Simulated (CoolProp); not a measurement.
Properties of CH2F2 (R32) along the isobar 75 bar (Tc = 78.1 °C, pc = 57.83 bar, ω = 0.277).

The numbers come from the reference Helmholtz-energy equation of state, Tillner-Roth 1997 in CoolProp.

| T (°C) | phase | speed of sound (m/s) | isothermal compressibility (1/MPa) | Prandtl number | fugacity coefficient |
|---|---|---|---|---|---|
| -106.25 | liquid | 1281 | 0.0006937 | 5.64 | 0.0003464 |
| -91.65 | liquid | 1207 | 0.0008167 | 4.27 | 0.001250 |
| -77.05 | liquid | 1134 | 0.0009683 | 3.42 | 0.003609 |
| -62.45 | liquid | 1062 | 0.001158 | 2.85 | 0.008753 |
| -47.85 | liquid | 990.2 | 0.001400 | 2.45 | 0.01848 |
| -33.35 | liquid | 918.8 | [?] | 2.17 | 0.03477 |
| -18.75 | liquid | 846.6 | 0.002133 | 1.95 | 0.05995 |
| -4.15 | liquid | 773.9 | 0.002717 | 1.79 | 0.09583 |
| 10.45 | liquid | [?] | 0.003566 | 1.67 | [?] |

### Question
Complete the blanks.

### Answer

- -33.35, isothermal compressibility (1/MPa): 0.001712
- 10.45, speed of sound (m/s): 700.0
- 10.45, fugacity coefficient: 0.1437

Viscosity comes from a separate model (Bell 2016), an estimate that may be off by 10 % or more. Thermal conductivity comes from a separate model (Huber 2003), an estimate that may be off by 10 % or more.
